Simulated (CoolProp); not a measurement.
A closed Brayton cycle with carbon dioxide: compressor inlet 317.15 K and 9.9 MPa, high pressure 26.9 MPa, turbine inlet 865 K, compressor efficiency 0.85, turbine efficiency 0.9, recuperator effectiveness 0.8 (on enthalpy, no pinch check). Each further row changes one setting.

Computed with CoolProp (reference Helmholtz-energy equation of state, Span 1996).

```tsv
case	thermal efficiency (%)	net work (kJ/kg)	compressor to turbine work	compressor exit (K)	turbine exit (K)
as stated	30.9	106	0.24	362.7	741.3
turbine inlet 815 K	30.0	96.7	0.25	362.7	695.6
compressor inlet 327.15 K	30.1	92.8	0.33	399.0	741.3
high pressure 22.9 MPa	28.5	91.8	0.22	354.9	760.6
recuperator effectiveness 0.5	22.1	106	0.24	362.7	741.3
```
